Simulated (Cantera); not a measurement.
What does this Cantera script print?

```python
import numpy as np
import cantera as ct

gas_names = """
    H H2 N NH NH2 NH3 N2 N2H2 N2H4 Si SiH SiH2 SiH3 SiH4 SiN Si2 Si2N Si3
""".split()
cond_names = """
    Si(cr) Si(L) Si3N4(a)
""".split()


# ... load() reads the species with a 1 bar reference pressure and builds the phases ...
atoms = {
    'trisilylamine': {'Si': 3, 'N': 1, 'H': 9},
    'NH3': {'N': 1, 'H': 3},
    'H2': {'H': 2},
}
top_T = {'Si3N4(a)': 2400}  # K; cautious upper limits of use, not melting points


# ... equilibrate(T, P, feed) seeds the gas with the atoms and calls Mixture.equilibrate('TP', solver="vcs", rtol=1e-11, max_steps=5000) ...
results = []
feed = {'trisilylamine': 1, 'NH3': 2.8, 'H2': 0.33}  # mol
T = 1750  # K
P = 57  # Pa
mix = equilibrate(T, P, feed)
results.append((T, P, feed, dict(zip(mix.species_names, mix.species_moles))))
print(gas.report(threshold=0.0001))
for i in range(1, mix.n_phases):
    print(f"{mix.phase(i).name:16s} {mix.phase_moles(i):12.5e} mol")
```

Result:

```
       temperature   1750 K
          pressure   57 Pa
           density   2.573e-05 kg/m^3
  mean mol. weight   6.5681 kg/kmol
   phase of matter   gas

                          1 kg             1 kmol
                     ---------------   ---------------
          enthalpy        7.3072e+06        4.7995e+07  J
   internal energy        5.0919e+06        3.3444e+07  J
           entropy             39763        2.6117e+05  J/K
    Gibbs function       -6.2278e+07       -4.0905e+08  J
 heat capacity c_p              5108             33550  J/K
 heat capacity c_v            3842.2             25236  J/K

                      mass frac. Y      mole frac. X     chem. pot. / RT
                     ---------------   ---------------   ---------------
                 H         0.0013504         0.0087989           -13.368
                H2           0.25041           0.81584           -26.737
                N2           0.73608           0.17258           -35.726
                Si          0.011261         0.0026335           -5.1005
     [  +14 minor]        0.00090105        0.00014547

Si(L)             2.96893e+00 mol
Si3N4(a)          0.00000e+00 mol
```

Equilibrium computed with Cantera from the NASA thermochemical tables; the gas is ideal and each condensed phase is pure. The feed counts by its element totals alone. The tables' values for SiN are old estimates; treat these amounts as uncertain. Gases not in the tables: Si2H6 and higher silanes.
